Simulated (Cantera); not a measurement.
Adiabatic ignition

An adiabatic, constant-volume homogeneous reactor starts with 8.17 % CH₄, 0.360 % CO, 19.2 % O₂, 72.3 % N₂, equivalence ratio 0.86, at 1300 K and 0.520 bar.

Cantera simulation using GRI-Mech 3.0 (53 species, 325 reactions); the numbers are that mechanism's predictions, not measurements.

```tsv
t (s)	T (K)	P (bar)	x CH₄	x CO	x O₂	x NO	x CH₂CO
9.00e-6	1300	0.520	0.0817	0.00360	0.192	<1e-12	<1e-12
2.66e-5	1300	0.520	0.0817	0.00360	0.192	<1e-12	<1e-12
7.86e-5	1300	0.520	0.0817	0.00360	0.192	<1e-12	<1e-12
0.000232	1300	0.520	0.0817	0.00360	0.192	<1e-12	<1e-12
0.000687	1300	0.520	0.0817	0.00360	0.192	<1e-12	7.47e-12
0.00203	1300	0.520	0.0817	0.00360	0.192	<1e-12	1.61e-10
0.00600	1302	0.521	0.0813	0.00362	0.192	<1e-12	2.01e-8
0.0177	2755	1.14	<1e-12	0.0313	0.0383	0.00246	<1e-12
0.0524	2743	1.14	<1e-12	0.0312	0.0339	0.0128	<1e-12
0.155	2743	1.14	<1e-12	0.0312	0.0339	0.0128	<1e-12
0.458	2743	1.14	<1e-12	0.0312	0.0339	0.0128	<1e-12
1.35	2743	1.14	<1e-12	0.0312	0.0339	0.0128	<1e-12
4.00	2743	1.14	<1e-12	0.0312	0.0339	0.0128	<1e-12
```
x: mole fraction; the columns are a selection and need not sum to one.

```json
{
 "time_of_steepest_temperature_rise": "17.3 ms",
 "temperature at 4.00 s": "2743 K",
 "equilibrium_temperature": "2743 K",
 "x(CH₄) at 4.00 s": "<1e-12 (gas-phase equilibrium <1e-12)",
 "x(CO) at 4.00 s": "0.0312 (gas-phase equilibrium 0.0312)",
 "x(O₂) at 4.00 s": "0.0339 (gas-phase equilibrium 0.0339)"
}
```
